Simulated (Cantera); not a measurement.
Feed: 1 mol CF₄, 3.5 mol H₂, equilibrated at 2677 °C and 1.00 bar.

These are equilibrium values from Cantera (NASA tables, ideal gas, pure condensed phases), not measurements of a reactor. Candidate condensed phases: C, C₆H₆, C₇H₈, C₈H₁₈; 95 gas species. Kinetics and transport are ignored.

Base state: HF 0.702, H₂ 0.220, H 0.0634, C₂H₂ (acetylene) 0.0118, F 0.00114, C₂H 0.000544, C₄H₂ 0.000265, C₃ 0.000181 (mole fractions); condensed: C(graphite).

Question: What changes in the equilibrium state with this change: temperature from 2677 °C to 2002 °C?

Answer: 
| species | before | after |
|---|---|---|
| HF | 0.702 | 0.726 |
| H₂ | 0.220 | 0.269 |
| H | 0.0634 | 0.00440 |
| C₂H₂ (acetylene) | 0.0118 | 0.00102 |
| C₂ | 1.82e-5 | <1e-9 |
| C₃ | 0.000181 | 1.05e-8 |
| C | 3.12e-5 | 5.55e-9 |
| C(graphite), mol | 0.848 | 0.989 |
